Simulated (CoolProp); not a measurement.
Vapour-liquid equilibrium of benzene (1) + n-octane (2) at 14.6 kPa; x and y are mole fractions of (1).

The numbers come from the multi-fluid Helmholtz-energy mixture model, Thol 2012 and Beckmüller 2019; pair parameters Bell 2016 in CoolProp.

```
x     bubble temperature, mixture model (K)  bubble temperature, Raoult's law (K)  y, mixture model  y, Raoult's law
----  -------------------------------------  ------------------------------------  ----------------  ---------------
0.05                                  335.5                                 336.8             0.244            0.203
0.2                                   323.1                                 326.7             0.629            0.567
0.35                                  315.4                                 319.4             0.785            0.750
0.5                                   310.5                                 313.7             0.863            0.854
0.65                                  307.1                                 309.1             0.911            0.919
0.8                                   304.5                                 305.4             0.949            0.962
0.95                                  302.0                                 302.2             0.986            0.992
```

The largest gap from Raoult's law is -4.0 K in bubble temperature, at x = 0.35. No azeotrope shows between x = 0.05 and 0.95.

The pair parameters rest on a limited set of measurements; away from them the model extrapolates.
